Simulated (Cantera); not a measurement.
Input: 1 mol SiH₄, 5.6 mol N₂, 0.1 mol Cl₂, held at 1000 °C and 100000 Pa.

Cantera equilibrium calculation (NASA polynomials, part measured and part estimated; ideal gas, pure solids and liquids). Candidate condensed phases: NH₄Cl, Si, Si₃N₄; 28 gas species. N₂ is the only nitrogen source here; it is nearly inert below about 1500 K, so the nitride shown seldom forms there in practice. Equilibrium is a limit: real reactors are often held back by kinetics, nucleation or transport.

Q: What is the equilibrium state?

A: 
```json
{
 "x(N₂)": "0.701",
 "x(H₂)": "0.270",
 "x(HCl)": "0.0284",
 "x(NH₃)": "1.63e-5",
 "x(SiCl₄)": "1.48e-6",
 "n(Si₃N₄(s))": "0.333 mol",
 "gas_amount": "7.033 mol",
 "log10 activity of Si(s) (absent)": "-4.31"
}
```
